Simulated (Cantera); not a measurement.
A closed system holds: 1 mol SiCl4, 47 mol NH3, equilibrated at 1973 K.

Equilibrium computed with Cantera from the NASA thermochemical tables; the gas is ideal and each condensed phase is pure. Candidate condensed phases: NH4Cl, Si, Si3N4; 28 gas species. The tables' values for SiCl, SiN, SiCl3 are old estimates; treat these amounts as uncertain. Gases not in the tables: Si2H6 and higher silanes. Kinetics and transport are ignored.

log p: log10 of the partial pressure in bar; n: condensed amount in mol.

```tsv
P (Pa)	log p H2	log p N2	log p H	log p HCl	log p Si	log p Cl	n Si(l)	n Si3N4(s)
5	-4.54	-4.95	-5.14	-5.80	-6.33	___	0	0
21	-3.87	-4.31	-4.80	-5.12	-5.71	___	0	0
85	-3.24	-3.69	-4.49	-4.51	-5.15	___	0	0
350	-2.61	-3.07	-4.18	-3.92	-4.66	___	0	0
1400	-2.00	-2.47	-3.87	-3.34	-4.50	___	0.338	0
5900	-1.38	-1.84	-3.56	-2.71	-4.50	___	0.536	0
24000	-0.77	-1.23	-3.25	-2.09	-4.50	___	0.589	0
100000	-0.14	-0.62	-2.94	-1.44	-4.72	___	0	0.241
```

Question: Complete the blanks.

Answer: 
- 5, log p Cl: -6.53
- 21, log p Cl: -6.19
- 85, log p Cl: -5.89
- 350, log p Cl: -5.61
- 1400, log p Cl: -5.33
- 5900, log p Cl: -5.01
- 24000, log p Cl: -4.71
- 100000, log p Cl: -4.37
